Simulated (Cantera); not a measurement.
Charge: 1 mol C6H6, 3.2 mol H2O, 0.017 mol O2, equilibrated at 1325 K and 0.100 bar.

Method: chemical equilibrium by Gibbs-energy minimisation in Cantera with the NASA 1993 tables (ideal gas, pure condensed phases). Candidate condensed phases: C, C6H6, C7H8, C8H18, H2O; 110 gas species. The numbers say what is thermodynamically allowed, not how fast it happens.

Base state: H2 0.657, CO 0.343, CH4 0.000290, H2O 0.000162, CO2 4.54e-5 (mole fractions); condensed: C(graphite).

**Question.** What changes in the equilibrium state with this change: temperature from 1325 K to 2673.15 K?

**Answer.** 
| species | before | after |
|---|---|---|
| H2 | 0.657 | 0.546 |
| CO | 0.343 | 0.322 |
| H | 4.19e-6 | 0.120 |
| C2H2 (acetylene) | 5.59e-7 | 0.0117 |
| C2H | <1e-9 | 0.000259 |
| C4H2 | <1e-9 | 0.000104 |
| C3 | <1e-9 | 6.14e-5 |
| C2H2 (vinylidene) | <1e-9 | 1.57e-5 |
| C | <1e-9 | 1.54e-5 |
| C(graphite), mol | 2.77 | 2.52 |
